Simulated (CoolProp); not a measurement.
Vapour-liquid equilibrium of R125 (1) + R115 (2) at 179.8 K; x and y are mole fractions of (1).

Model: multi-fluid Helmholtz-energy mixture model, Lemmon 2005 and Lemmon 2016; pair parameters Bell 2016, in CoolProp.

```tsv
x	bubble pressure, mixture model (MPa)	bubble pressure, Raoult's law (MPa)	y, mixture model	y, Raoult's law
0.05	0.004273	0.003823	0.167	0.072
0.2	0.005312	0.004094	0.414	0.270
0.35	0.005833	0.004364	0.528	0.444
0.5	0.006092	0.004634	0.602	0.597
0.65	0.006198	0.004904	0.669	0.734
0.8	0.006148	0.005175	0.756	0.856
0.95	0.005790	0.005445	0.911	0.966
```

The largest gap from Raoult's law is +33.7 % in bubble pressure, at x = 0.35. y crosses x between x = 0.65 and 0.8: the model has an azeotrope there.

The pair parameters rest on a limited set of measurements; away from them the model extrapolates.
